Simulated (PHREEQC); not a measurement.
# Acid mine or pickling water: an equilibrium model

Synthetic water in mg/kgw, 20 °C, pH 1.88:

```
constituent  mg/kgw
-----------  ------
Na             2700
K               381
Ca               46
Mg              131
Cl              154
S(6) as SO4    7540
Mn(2)          3.68
Li              2.4
```

Valence states are taken as typed.

Model: Pitzer model, pitzer.dat, run in PHREEQC.

Each row changes one thing in this solution. No solid was allowed to form.

| case | ionic strength (mol/kgw) | SO4-2 (mol/kgw) | HSO4- (mol/kgw) | SI of Gypsum (CaSO4:2H2O) | SI of Halite (NaCl) |
|---|---|---|---|---|---|
| as made | 0.215 | 0.0583 | 0.0202 | -0.99 | -5.16 |
| all concentrations times 3 at the same typed pH | 0.658 | ___ | ___ | -0.49 | ___ |
| Mg from 131 to 393 mg/kgw | 0.239 | 0.0594 | 0.0191 | -1.01 | -5.16 |

### Question
Complete the blanks.

### Answer

- all concentrations times 3 at the same typed pH, SO4-2 (mol/kgw): 0.195
- all concentrations times 3 at the same typed pH, HSO4- (mol/kgw): 0.0407
- all concentrations times 3 at the same typed pH, SI of Halite (NaCl): -4.32

Species that the database lacks are ignored.
